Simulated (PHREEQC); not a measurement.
## Leach liquor: an equilibrium model

Solution (5.1 °C): 0.065 mol/kgw HCl, 0.0026 mol/kgw Al2(SO4)3 and 0.0016 mol/kgw MgSO4. Closed to the air; pH follows from the charge balance.

Model: ion-association model, wateq4f.dat, run in PHREEQC.

```
Quantity                   Value
----------------  --------------
pH                          1.30
ionic strength    0.0885 mol/kgw
total alkalinity    -65.0 meq/kg
```

```json
[
 {"species": "Cl-", "molality": "0.0650", "activity": "0.0506", "log γ": "-0.109"},
 {"species": "H+", "molality": "0.0605", "activity": "0.0505", "log γ": "-0.079"},
 {"species": "HSO4-", "molality": "0.00448", "activity": "0.00354", "log γ": "-0.102"},
 {"species": "Al+3", "molality": "0.00313", "activity": "0.000614", "log γ": "-0.707"},
 {"species": "SO4-2", "molality": "0.00269", "activity": "0.00107", "log γ": "-0.400"},
 {"species": "AlSO4+", "molality": "0.00200", "activity": "0.00158", "log γ": "-0.102"},
 {"species": "Mg+2", "molality": "0.00151", "activity": "0.000649", "log γ": "-0.366"},
 {"species": "MgSO4", "molality": "9.22e-5", "activity": "9.41e-5", "log γ": "0.009"},
 {"species": "Al(SO4)2-", "molality": "6.12e-5", "activity": "4.84e-5", "log γ": "-0.102"}
]
```

This is a speciation only: nothing precipitates in the calculation. Constants without temperature data keep their 25 °C values here.
